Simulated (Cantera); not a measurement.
Input: 1 mol SiH₂Cl₂, a varied amount of O₃, 1.7 mol H₂, held at 623.15 K and 830 Pa.

Cantera equilibrium calculation (NASA polynomials, part measured and part estimated; ideal gas, pure solids and liquids). Candidate condensed phases: H₂O, Si, SiO₂; 30 gas species. Rates play no part.

Problem. At 5.1 mol O₃, list the 4 most abundant gas species with their mole fractions, and the condensed phases.

Solution. O₂ 0.599, H₂O 0.246, HCl 0.0942, Cl₂ 0.0614. Condensed: SiO₂(α-quartz).
